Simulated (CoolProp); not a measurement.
C2F6 (R116) along the isotherm 209.3 K: density (kg/m³) from the reference equation and from simpler models built on Tc = 293.0 K, pc = 3.048 MPa, ω = 0.257; each cubic takes its own stable root.

Model: reference Helmholtz-energy equation of state, Lemmon 2006, in CoolProp. It is a short technical equation, of lower accuracy than the large ones.

```tsv
p (MPa)	phase	reference
0.0952	gas	7.807
0.19	gas	16.17
0.286	liquid	1540
0.381	liquid	1541
0.476	liquid	1542
0.571	liquid	1542
0.667	liquid	1543
0.762	liquid	1543
0.857	liquid	1544
0.952	liquid	1544
1.05	liquid	1545
1.14	liquid	1545
1.24	liquid	1546
1.33	liquid	1547
1.43	liquid	1547
1.52	liquid	1548
```

**Question.** How far does each simpler model (van der Waals, Redlich-Kwong, Soave-Redlich-Kwong, Peng-Robinson) lie from the reference over these 16 states: mean and median of the absolute difference, and the worst?

**Answer.** 
- van der Waals: mean 51.2 %, median 36.7 %, worst -98.4 % at 209.3 K and 0.286 MPa
- Redlich-Kwong: mean 13.1 %, median 8.4 %, worst -98.4 % at 209.3 K and 0.286 MPa
- Soave-Redlich-Kwong: mean 4.1 %, median 4.6 %, worst -4.7 % at 209.3 K and 0.286 MPa
- Peng-Robinson: mean 7.0 %, median 7.9 %, worst +8.0 % at 209.3 K and 1.52 MPa

At some of these states van der Waals, Redlich-Kwong gives the other phase, because its saturation line lies elsewhere.
